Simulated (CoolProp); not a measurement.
The fluid at 490.57 K and 0.545 MPa expands adiabatically to 0.101 MPa with isentropic efficiency 0.85. The same conditions are run with several fluids, on thermodynamics alone (safety and materials aside).

The numbers come from the reference Helmholtz-energy equation of state of each fluid (CF4 (R14): Platzer 1990; the fluoroketone C6F12O (FK-5-1-12): McLinden 2015; R114: Platzer 1990; R365MFC: Lemmon 2016; ethanol: Schroeder 2014) in CoolProp. The equations of Platzer and Polt are older, rougher fits.

```csv
fluid,work (kJ/kg),final temperature (K),final density (kg/m³)
CF4 (R14),60.6,420.4,2.54
the fluoroketone C6F12O (FK-5-1-12),17.4,471.2,8.27
R114,31.9,450.1,4.65
R365MFC,36.9,458.9,3.96
ethanol,114,426.9,1.33
```
